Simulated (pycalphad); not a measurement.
Source of the numbers: pycalphad with the COST 507 light-alloy database (1999); pressure 1 atm. These are 1990s assessments: newer ones move some temperatures and phases. Amounts are mole fractions of atoms.

Task: Give the equilibrium state of Mg-7.1Si-7Al (at.%) at 810 K.

Result: hcp, fraction 0.562, with <0.01 Si, 5.2 Al at.%; liquid, fraction 0.228, with 0.56 Si, 17.8 Al at.%; MG2SI, fraction 0.209, with 33.3 Si, no Al at.%.

Task: Give the equilibrium state of Mg-7.1Si-7Al (at.%) at 930 K.

Result: liquid, fraction 0.837, with 2.0 Si, 8.4 Al at.%; MG2SI, fraction 0.163, with 33.3 Si, no Al at.%.

Database names, with the compositions (at.%) that they take in these runs: MG2SI: Mg 67 Si 33. An entry "none" or "no" means that the model of the phase leaves that element out.
